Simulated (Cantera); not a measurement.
What does this Cantera script print?

```python
import numpy as np
import cantera as ct

gas_names = """
    CL CL2 H HCL H2 N NH NH2 NH3 N2 N2H2 N2H4 Si SiCL SiCL2 SiCL3 SiCL4 SiH SiHCL3 SiH2 SiH2CL2 SiH3
    SiH3CL SiH4 SiN Si2 Si2N Si3
""".split()
cond_names = """
    NH4CL(a) NH4CL(b) Si(cr) Si(L) Si3N4(a)
""".split()


# ... load() reads the species with a 1 bar reference pressure and builds the phases ...
atoms = {
    'Si3N4': {'Si': 3, 'N': 4},
    'HCl': {'H': 1, 'CL': 1},
    'N2': {'N': 2},
}
top_T = {'Si3N4(a)': 2400}  # K; cautious upper limits of use, not melting points


# ... equilibrate(T, P, feed) seeds the gas with the atoms and calls Mixture.equilibrate('TP', solver="vcs", rtol=1e-11, max_steps=5000) ...
results = []
T = 1623  # K
P = 1333.22  # Pa
for m in [1.9, 2.4, 3, 3.7, 4.7, 5.9, 7.5, 9.4, 12, 15]:
    feed = {'Si3N4': 1, 'HCl': m, 'N2': 37}  # mol
    mix = equilibrate(T, P, feed)
    results.append((T, P, feed, dict(zip(mix.species_names, mix.species_moles))))

top = {s: max(r[3][s] / sum(r[3][g] for g in gas_names) for r in results) for s in gas_names}
cols = sorted((s for s in top if top[s] > 1e-05), key=lambda s: -top[s])[:8]
seen = [c for c in cond_names if any(r[3].get(c, 0) > 1e-12 for r in results)]
print("log10 of partial pressures in bar; condensed amounts in mol")
print(f"{'n(HCl)':>10s}" + "".join(f"{s[:9]:>10s}" for s in cols + seen))
for T, P, feed, n in results:
    ng = sum(n[g] for g in gas_names)
    print(f"{feed['HCl']:10.4g}" + "".join(f"{np.log10(max(n[s] / ng * P / 1e5, 1e-99)):10.3f}" for s in cols)
          + "".join(f"{n.get(c, 0):10.4g}" for c in seen))
```

Output:

```
log10 of partial pressures in bar; condensed amounts in mol
    n(HCl)        N2       HCL        H2     SiCL2     SiCL3     SiCL4        CL         H  Si3N4(a)
       1.9    -1.897    -3.542    -3.747    -3.766    -5.355    -6.576    -5.933    -6.034     0.827
       2.4    -1.902    -3.449    -3.651    -3.671    -5.215    -6.391    -5.887    -5.986    0.7811
         3    -1.908    -3.361    -3.560    -3.583    -5.084    -6.218    -5.845    -5.941    0.7259
       3.7    -1.916    -3.281    -3.476    -3.501    -4.964    -6.059    -5.807    -5.899    0.6613
       4.7    -1.926    -3.192    -3.383    -3.410    -4.831    -5.883    -5.765    -5.852    0.5686
       5.9    -1.937    -3.110    -3.296    -3.326    -4.708    -5.723    -5.726    -5.808    0.4568
       7.5    -1.952    -3.028    -3.207    -3.240    -4.584    -5.561    -5.688    -5.764    0.3067
       9.4    -1.969    -2.955    -3.127    -3.162    -4.474    -5.417    -5.655    -5.724    0.1269
        12    -1.991    -2.821    -3.088    -3.136    -4.333    -5.163    -5.541    -5.704         0
        15    -2.015    -2.670    -3.104    -3.175    -4.214    -4.885    -5.382    -5.712         0
```

Method: chemical equilibrium by Gibbs-energy minimisation in Cantera with the NASA 1993 tables (ideal gas, pure condensed phases). The tables' values for SiCl3, SiCl are old estimates; treat these amounts as uncertain.
